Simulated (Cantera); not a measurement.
An adiabatic, constant-volume homogeneous reactor starts with CH4 : H2 : O2 : N2 = 1 : 1.2 : 6.5 : 24.4 (molar parts), at 1250 K and 0.257 atm. Integrator tolerance rtol = 1e-08.

Detailed kinetics in Cantera: GRI-Mech 3.0 (53 species, 325 reactions).

Task: What does this change do: 0.069 parts C2H6 added?

Result: 
```
quantity                                                              before                                    after
---------------------------------  -----------------------------------------  ---------------------------------------
time of steepest temperature rise                                   0.807 ms                                 0.849 ms
temperature at 0.300 s                                                2285 K                                   2342 K
equilibrium temperature                                               2283 K                                   2342 K
x(CH4) at 0.300 s                      <1e-12 (gas-phase equilibrium <1e-12)    <1e-12 (gas-phase equilibrium <1e-12)
x(H2) at 0.300 s                   0.000781 (gas-phase equilibrium 0.000774)  0.00116 (gas-phase equilibrium 0.00116)
x(O2) at 0.300 s                         0.113 (gas-phase equilibrium 0.112)      0.104 (gas-phase equilibrium 0.104)
x(H2O) at 0.300 s                      0.0936 (gas-phase equilibrium 0.0936)    0.0982 (gas-phase equilibrium 0.0982)
x(CO2) at 0.300 s                      0.0293 (gas-phase equilibrium 0.0293)    0.0325 (gas-phase equilibrium 0.0325)
x(C2H2) at 0.300 s                     <1e-12 (gas-phase equilibrium <1e-12)    <1e-12 (gas-phase equilibrium <1e-12)
x(NO2) at 0.300 s                    5.64e-6 (gas-phase equilibrium 6.16e-6)  5.98e-6 (gas-phase equilibrium 6.04e-6)
```
